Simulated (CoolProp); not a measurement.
Properties of carbon monoxide along the isotherm 319.5 K (Tc = 132.9 K, pc = 3.498 MPa, ω = 0.050).

The numbers come from the reference Helmholtz-energy equation of state, Lemmon 2006 in CoolProp. It is a short technical equation, of lower accuracy than the large ones.

```
p (MPa)          phase       Z  cp (kJ/(kg K))
-------  -------------  ------  --------------
1.09               gas  0.9985             ___
2.19               gas  0.9976           1.075
3.28               gas  0.9973           1.092
4.37     supercritical  0.9976             ___
5.47     supercritical  0.9985           1.125
6.56     supercritical  1.0000             ___
7.65     supercritical   1.002             ___
8.75     supercritical   1.004           1.172
```

Question: Fill in the missing entries.

Answer: 
- 1.09, cp (kJ/(kg K)): 1.058
- 4.37, cp (kJ/(kg K)): 1.109
- 6.56, cp (kJ/(kg K)): 1.141
- 7.65, cp (kJ/(kg K)): 1.157
